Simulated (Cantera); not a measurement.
Input: 1 mol PbO, 0.015 mol O₂, 1.3 mol N₂, at 12.0 Pa.

These are equilibrium values from Cantera (NASA tables, ideal gas, pure condensed phases), not measurements of a reactor. Candidate condensed phases: Pb, PbO, PbO₂, Pb₃O₄; 12 gas species. The numbers say what is thermodynamically allowed, not how fast it happens. All values below are at 1498 K.

Base state: N₂ 0.500, Pb 0.219, PbO 0.166, O₂ 0.115, NO 0.000713, O 0.000122 (mole fractions); condensed: gas only.

Task: What changes in the equilibrium state with this change: pressure from 12.0 Pa to 0.133 bar?

Result: 
```
species        before     after
-----------  --------  --------
N₂              0.500     0.914
PbO             0.166    0.0645
O₂              0.115    0.0140
Pb              0.219   0.00728
O            0.000122   1.28e-6
NO           0.000713  0.000337
PbO(l), mol         0     0.898
```
Gases not in the tables: (PbO)n polymers.
